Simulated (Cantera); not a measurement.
A Cantera script and what it prints.

```python
import numpy as np
import cantera as ct

gas_names = """
    CL CL2 H HCL H2 N NH NH2 NH3 N2 N2H2 N2H4 Si SiCL SiCL2 SiCL3 SiCL4 SiH SiHCL3 SiH2 SiH2CL2 SiH3
    SiH3CL SiH4 SiN Si2 Si2N Si3
""".split()
cond_names = """
    NH4CL(a) NH4CL(b) Si(cr) Si(L) Si3N4(a)
""".split()


# ... load() reads the species with a 1 bar reference pressure and builds the phases ...
atoms = {
    'SiHCl3': {'Si': 1, 'H': 1, 'CL': 3},
    'NH3': {'N': 1, 'H': 3},
    'N2': {'N': 2},
}
top_T = {'Si3N4(a)': 2400}  # K; cautious upper limits of use, not melting points


# ... equilibrate(T, P, feed) seeds the gas with the atoms and calls Mixture.equilibrate('TP', solver="vcs", rtol=1e-11, max_steps=5000) ...
results = []
feed = {'SiHCl3': 1, 'NH3': 0.12, 'N2': 45}  # mol
P = 24000  # Pa
for T in [1050, 1100, 1150, 1200, 1250, 1300, 1350, 1400, 1450, 1500, 1550, 1600]:
    mix = equilibrate(T, P, feed)
    results.append((T, P, feed, dict(zip(mix.species_names, mix.species_moles))))

top = {s: max(r[3][s] / sum(r[3][g] for g in gas_names) for r in results) for s in gas_names}
cols = sorted((s for s in top if top[s] > 1e-06), key=lambda s: -top[s])[:8]
seen = [c for c in cond_names if any(r[3].get(c, 0) > 1e-12 for r in results)]
print("log10 of partial pressures in bar; condensed amounts in mol")
print(f"{'T/K':>10s}" + "".join(f"{s[:9]:>10s}" for s in cols + seen))
for T, P, feed, n in results:
    ng = sum(n[g] for g in gas_names)
    print(f"{T:10.4g}" + "".join(f"{np.log10(max(n[s] / ng * P / 1e5, 1e-99)):10.3f}" for s in cols)
          + "".join(f"{n.get(c, 0):10.4g}" for c in seen))
```

Output:

```
log10 of partial pressures in bar; condensed amounts in mol
       T/K        N2       HCL     SiCL4     SiCL2     SiCL3        H2    SiHCL3        CL  Si3N4(a)
      1050    -0.636    -2.230    -2.619    -7.097    -5.487    -3.241    -5.614    -8.741     0.178
      1100    -0.636    -2.226    -2.623    -6.463    -5.115    -3.267    -5.495    -8.228     0.179
      1150    -0.636    -2.222    -2.627    -5.885    -4.776    -3.290    -5.388    -7.759    0.1797
      1200    -0.636    -2.218    -2.632    -5.358    -4.467    -3.311    -5.290    -7.329    0.1801
      1250    -0.636    -2.216    -2.639    -4.875    -4.185    -3.330    -5.203    -6.934    0.1799
      1300    -0.636    -2.213    -2.651    -4.433    -3.929    -3.345    -5.124    -6.571    0.1788
      1350    -0.636    -2.212    -2.670    -4.029    -3.699    -3.357    -5.057    -6.236     0.176
      1400    -0.637    -2.212    -2.703    -3.662    -3.497    -3.361    -5.003    -5.928    0.1701
      1450    -0.637    -2.213    -2.758    -3.334    -3.327    -3.356    -4.966    -5.648    0.1595
      1500    -0.637    -2.217    -2.850    -3.048    -3.200    -3.337    -4.955    -5.396    0.1423
      1550    -0.638    -2.224    -2.994    -2.810    -3.125    -3.298    -4.977    -5.175    0.1177
      1600    -0.639    -2.237    -3.205    -2.627    -3.112    -3.234    -5.043    -4.987   0.08808
```

Cantera equilibrium calculation (NASA polynomials, part measured and part estimated; ideal gas, pure solids and liquids). The tables' values for SiCl3 are old estimates; treat these amounts as uncertain.
